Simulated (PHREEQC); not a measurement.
Solution (10 °C): 2.5 mmol/kgw CdCl2, 0.96 mmol/kgw Na2SO4 and 0.92 mmol/kgw NiCl2. Closed to the air; pH follows from the charge balance.

The numbers come from PHREEQC with the ion-association model, wateq4f.dat.

Each row changes one thing in this solution. This is a speciation only: nothing precipitates in the calculation.

| case | pH | ionic strength (mol/kgw) | Cl- (mol/kgw) | Ni+2 (mol/kgw) | SO4-2 (mol/kgw) | NiSO4 (mol/kgw) | SI of Morenosite (NiSO4:7H2O) | SI of Halite (NaCl) |
|---|---|---|---|---|---|---|---|---|
| as made | 6.35 | 0.0110 | 0.00618 | 0.000863 | 0.000758 | 4.82e-5 | -4.07 | -6.56 |
| CdCl2 from 0.0025 to 0.00225 mol/kgw | ? | 0.0105 | 0.00577 | 0.000862 | 0.000765 | 4.96e-5 | -4.06 | -6.59 |
| CdCl2 left out | ? | 0.00534 | 0.00184 | 0.000847 | 0.000885 | 6.96e-5 | -3.91 | -7.07 |
| NiCl2 from 0.00092 to 0.00184 mol/kgw | ? | 0.0135 | 0.00789 | 0.00173 | 0.000740 | 8.77e-5 | -3.81 | -6.47 |
| NiCl2 from 0.00092 to 0.00101 mol/kgw | ? | 0.0113 | 0.00634 | 0.000947 | 0.000756 | 5.24e-5 | -4.04 | -6.55 |

Task: Complete the blanks.

Result: 
- CdCl2 from 0.0025 to 0.00225 mol/kgw, pH: 6.37
- CdCl2 left out, pH: 6.76
- NiCl2 from 0.00092 to 0.00184 mol/kgw, pH: 6.30
- NiCl2 from 0.00092 to 0.00101 mol/kgw, pH: 6.34

In wateq4f.dat the enthalpy of Ni(OH)2 has the wrong sign, so its saturation index can't be trusted away from 25 °C. Away from 25 °C the constants follow the database's enthalpies or fits; those with neither stay at their 25 °C values.
